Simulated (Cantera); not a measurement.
Charge: 1 mol Cu, 6.2 mol F2, at 1348 K and 13.3 mbar.

Method: chemical equilibrium by Gibbs-energy minimisation in Cantera with the NASA 1993 tables (ideal gas, pure condensed phases). Candidate condensed phases: Cu, CuF2; 6 gas species. Kinetics and transport are ignored.

Base state: F 0.905, CuF2 0.0883, F2 0.00663 (mole fractions); condensed: gas only.

Problem. What changes in the equilibrium state with this change: F2 from 6.2 to 0.82 mol?

Solution. 
```csv
species,before,after
CuF2,0.0883,0.640
CuF,1.91e-6,0.360
F,0.905,3.48e-5
F2,0.00663,<1e-9
```

Problem. What changes in the equilibrium state with this change: temperature from 1348 K to 875 K?

Solution. 
```tsv
species	before	after
F2	0.00663	0.813
F	0.905	0.187
CuF2	0.0883	1.13e-5
CuF2(s), mol	0	1.000
```

Problem. What changes in the equilibrium state with this change: F2 from 6.2 to 0.48 mol?

Solution. 
```
species      before    after
----------  -------  -------
CuF         1.91e-6    0.687
CuF2         0.0883    0.313
Cu            <1e-9  3.51e-5
F             0.905  8.92e-6
F2          0.00663    <1e-9
Cu(s), mol        0    0.269
```
